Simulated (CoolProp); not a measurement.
Saturated liquid density (kg/m³) of n-perfluorobutane: the reference equation beside estimates from Tc = 386.3 K, pc = 2322 kPa, ω = 0.372. Rackett uses Z = 0.29056 − 0.08775 ω.

Model: reference Helmholtz-energy equation of state, Gao 2022, in CoolProp.

```tsv
T (K)	reference	Rackett	van der Waals	Redlich-Kwong	Soave-Redlich-Kwong	Peng-Robinson
294.1	[?]	1641	926.5	1324	1415	1604
296.9	1500	1628	919.3	1312	1402	1590
299.7	1489	1615	912.1	1299	1389	1576
302.6	1478	1601	904.5	1285	1376	1560
305.4	1467	1588	897.0	1271	1362	1545
308.2	1455	1574	889.3	1258	1348	1530
311	1443	1560	881.6	1244	1334	1514
313.9	1431	1546	873.3	1229	[?]	1497
316.7	1419	1531	865.2	1214	1304	1480
319.5	1406	1516	856.9	1199	1289	1463
322.4	1393	1501	848.1	1183	1272	1444
325.2	1380	1485	[?]	1168	1256	1425
```

**Question.** Some entries are withheld; supply them.

**Answer.** 
- 294.1, reference: 1511
- 313.9, Soave-Redlich-Kwong: 1319
- 325.2, van der Waals: 839.4

Absolute difference from the reference over all 12 rows, mean and median: Rackett 8.1 and 8.1 %, van der Waals 38.9 and 38.9 %, Redlich-Kwong 13.8 and 13.7 %, Soave-Redlich-Kwong 7.5 and 7.5 %, Peng-Robinson 4.9 and 5.0 %.
